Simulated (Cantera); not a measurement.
A closed system holds: 1 mol Si, 2.6 mol Cl2, 47 mol H2, equilibrated at 748 K and 0.133 bar.

Cantera equilibrium calculation (NASA polynomials, part measured and part estimated; ideal gas, pure solids and liquids). Candidate condensed phases: Si; 19 gas species. Rates play no part.

### Question
What is the equilibrium state?

### Answer
```json
{
 "x(H2)": "0.954",
 "x(HCl)": "0.0250",
 "x(SiCl4)": "0.0202",
 "x(SiHCl3)": "0.000339",
 "gas_amount": "48.60 mol",
 "log10 activity of Si(s) (absent)": "-6.12"
}
```
